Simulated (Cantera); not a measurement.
An adiabatic, constant-volume homogeneous reactor starts with C2H4 : O2 : N2 : H2O = 1 : 1.88 : 7.05 : 0.55 (molar parts), at 1300 K and 170000 Pa.

Computed with Cantera and GRI-Mech 3.0 (53 species, 325 reactions). GRI-Mech 3.0 was tuned for natural gas; its chemistry of ethylene as a main component is partial and can be far from experiment.

Q: Predict: time of steepest temperature rise; temperature at 2.00 s; equilibrium temperature; x(O2) at 2.00 s; x(H2O) at 2.00 s; x(HO2) at 2.00 s; x(H) at 2.00 s.

A: 
| Item | Value |
|---|---|
| time of steepest temperature rise | 78.9 µs |
| temperature at 2.00 s | 2977 K |
| equilibrium temperature | 2977 K |
| x(O2) at 2.00 s | 0.00176 (gas-phase equilibrium 0.00176) |
| x(H2O) at 2.00 s | 0.136 (gas-phase equilibrium 0.136) |
| x(HO2) at 2.00 s | 1.90e-6 (gas-phase equilibrium 1.90e-6) |
| x(H) at 2.00 s | 0.0179 (gas-phase equilibrium 0.0179) |
